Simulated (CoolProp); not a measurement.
Vapour-liquid equilibrium of toluene (1) + m-xylene (2) at 0.00971 MPa; x and y are mole fractions of (1).

Computed with CoolProp (multi-fluid Helmholtz-energy mixture model, Lemmon 2006 and Zhou 2012; pair parameters Bell 2016).

| x | bubble temperature, mixture model (°C) | bubble temperature, Raoult's law (°C) | y, mixture model | y, Raoult's law |
|---|---|---|---|---|
| 0.05 | 66.8 | 67.0 | 0.131 | 0.125 |
| 0.125 | 63.8 | 64.3 | 0.297 | 0.282 |
| 0.2 | 61.1 | 61.8 | 0.429 | 0.411 |
| 0.275 | 58.6 | 59.6 | 0.536 | 0.517 |
| 0.35 | 56.4 | 57.5 | 0.622 | 0.605 |
| 0.425 | 54.5 | 55.6 | 0.693 | 0.680 |
| 0.5 | 52.7 | 53.8 | 0.751 | 0.743 |
| 0.575 | 51.2 | 52.2 | 0.801 | 0.798 |
| 0.65 | 49.8 | 50.6 | 0.843 | 0.845 |
| 0.725 | 48.5 | 49.2 | 0.881 | 0.887 |
| 0.8 | 47.4 | 47.8 | 0.915 | 0.923 |
| 0.875 | 46.3 | 46.6 | 0.948 | 0.955 |
| 0.95 | 45.3 | 45.4 | 0.979 | 0.983 |

The largest gap from Raoult's law is -1.1 K in bubble temperature, at x = 0.425. No azeotrope shows between x = 0.05 and 0.95.

Pair parameters are fitted to limited data, so mixtures are less certain than the pure fluids.
